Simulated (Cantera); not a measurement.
Charge: 1 mol CaCO3, 0.58 mol O2, held at 1725 K and 4.40 bar.

These are equilibrium values from Cantera (NASA tables, ideal gas, pure condensed phases), not measurements of a reactor. Candidate condensed phases: C, Ca, CaCO3, CaO; 15 gas species. Kinetics and transport are ignored.

Base state: CO2 0.633, O2 0.367, CO 4.55e-5, O 1.68e-5 (mole fractions); condensed: CaO(s).

What changes in the equilibrium state with this change: temperature from 1725 K to 600 K?


| species | before | after |
|---|---|---|
| O2 | 0.367 | 1.00 |
| CO2 | 0.633 | 1.14e-8 |
| CO | 4.55e-5 | <1e-9 |
| O | 1.68e-5 | <1e-9 |
| CaO(s), mol | 1.00 | 0 |
| CaCO3(calcite), mol | 0 | 1.00 |
